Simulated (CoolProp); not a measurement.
Properties of water along the isobar 139 bar (Tc = 373.9 °C, pc = 220.6 bar, ω = 0.344).

Computed with CoolProp (reference Helmholtz-energy equation of state, Wagner 2002).

```json
[
 {"T (°C)": "31.65", "phase": "liquid", "speed of sound (m/s)": "1536", "isothermal compressibility (1/MPa)": "0.0004311", "viscosity (µPa s)": "770", "Prandtl number": "5.11", "fugacity coefficient": "0.0003699"},
 {"T (°C)": "51.35", "phase": "liquid", "speed of sound (m/s)": "1569", "isothermal compressibility (1/MPa)": "0.0004261", "viscosity (µPa s)": "537", "Prandtl number": "3.44", "fugacity coefficient": "0.001039"},
 {"T (°C)": "71.15", "phase": "liquid", "speed of sound (m/s)": "1581", "isothermal compressibility (1/MPa)": "0.0004351", "viscosity (µPa s)": "401", "Prandtl number": "2.50", "fugacity coefficient": "0.002560"},
 {"T (°C)": "90.85", "phase": "liquid", "speed of sound (m/s)": "1578", "isothermal compressibility (1/MPa)": "0.0004554", "viscosity (µPa s)": "315", "Prandtl number": "1.93", "fugacity coefficient": "0.005609"},
 {"T (°C)": "110.65", "phase": "liquid", "speed of sound (m/s)": "1562", "isothermal compressibility (1/MPa)": "0.0004863", "viscosity (µPa s)": "257", "Prandtl number": "1.56", "fugacity coefficient": "0.01122"},
 {"T (°C)": "130.45", "phase": "liquid", "speed of sound (m/s)": "1536", "isothermal compressibility (1/MPa)": "0.0005285", "viscosity (µPa s)": "216", "Prandtl number": "1.32", "fugacity coefficient": "0.02070"},
 {"T (°C)": "150.15", "phase": "liquid", "speed of sound (m/s)": "1501", "isothermal compressibility (1/MPa)": "0.0005836", "viscosity (µPa s)": "186", "Prandtl number": "1.15", "fugacity coefficient": "0.03557"},
 {"T (°C)": "169.95", "phase": "liquid", "speed of sound (m/s)": "1457", "isothermal compressibility (1/MPa)": "0.0006556", "viscosity (µPa s)": "163", "Prandtl number": "1.03", "fugacity coefficient": "0.05777"},
 {"T (°C)": "189.75", "phase": "liquid", "speed of sound (m/s)": "1405", "isothermal compressibility (1/MPa)": "0.0007495", "viscosity (µPa s)": "145", "Prandtl number": "0.943", "fugacity coefficient": "0.08911"},
 {"T (°C)": "209.45", "phase": "liquid", "speed of sound (m/s)": "1346", "isothermal compressibility (1/MPa)": "0.0008734", "viscosity (µPa s)": "131", "Prandtl number": "0.885", "fugacity coefficient": "0.1312"},
 {"T (°C)": "229.25", "phase": "liquid", "speed of sound (m/s)": "1279", "isothermal compressibility (1/MPa)": "0.001043", "viscosity (µPa s)": "120", "Prandtl number": "0.846", "fugacity coefficient": "0.1860"},
 {"T (°C)": "249.05", "phase": "liquid", "speed of sound (m/s)": "1203", "isothermal compressibility (1/MPa)": "0.001281", "viscosity (µPa s)": "109", "Prandtl number": "0.826", "fugacity coefficient": "0.2547"},
 {"T (°C)": "268.75", "phase": "liquid", "speed of sound (m/s)": "1118", "isothermal compressibility (1/MPa)": "0.001636", "viscosity (µPa s)": "101", "Prandtl number": "0.823", "fugacity coefficient": "0.3375"},
 {"T (°C)": "288.55", "phase": "liquid", "speed of sound (m/s)": "1020", "isothermal compressibility (1/MPa)": "0.002212", "viscosity (µPa s)": "92.5", "Prandtl number": "0.840", "fugacity coefficient": "0.4355"},
 {"T (°C)": "308.35", "phase": "liquid", "speed of sound (m/s)": "905.9", "isothermal compressibility (1/MPa)": "0.003288", "viscosity (µPa s)": "84.6", "Prandtl number": "0.891", "fugacity coefficient": "0.5476"}
]
```

Viscosity comes from a separate model (Huber 2009). Thermal conductivity comes from a separate model (Huber 2012).
